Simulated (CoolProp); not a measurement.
Properties of toluene along the isobar 1.01 bar (Tc = 591.7 K, pc = 41.26 bar, ω = 0.266).

Computed with CoolProp (reference Helmholtz-energy equation of state, Lemmon 2006). It is a short technical equation, of lower accuracy than the large ones.

```json
[
 {"T (K)": "281.5", "phase": "liquid", "cv (kJ/(kg K))": "1.214", "isothermal compressibility (1/MPa)": "…"},
 {"T (K)": "291.8", "phase": "liquid", "cv (kJ/(kg K))": "…", "isothermal compressibility (1/MPa)": "0.0008801"},
 {"T (K)": "302.1", "phase": "liquid", "cv (kJ/(kg K))": "1.274", "isothermal compressibility (1/MPa)": "0.0009471"},
 {"T (K)": "312.4", "phase": "liquid", "cv (kJ/(kg K))": "1.305", "isothermal compressibility (1/MPa)": "0.001021"},
 {"T (K)": "322.8", "phase": "liquid", "cv (kJ/(kg K))": "1.337", "isothermal compressibility (1/MPa)": "0.001103"},
 {"T (K)": "333.1", "phase": "liquid", "cv (kJ/(kg K))": "1.370", "isothermal compressibility (1/MPa)": "0.001193"},
 {"T (K)": "343.4", "phase": "liquid", "cv (kJ/(kg K))": "…", "isothermal compressibility (1/MPa)": "0.001294"},
 {"T (K)": "353.8", "phase": "liquid", "cv (kJ/(kg K))": "1.435", "isothermal compressibility (1/MPa)": "0.001407"},
 {"T (K)": "364.1", "phase": "liquid", "cv (kJ/(kg K))": "1.468", "isothermal compressibility (1/MPa)": "0.001534"}
]
```

**Question.** Some entries are withheld; supply them.

**Answer.** 
- 281.5, isothermal compressibility (1/MPa): 0.0008189
- 291.8, cv (kJ/(kg K)): 1.244
- 343.4, cv (kJ/(kg K)): 1.402
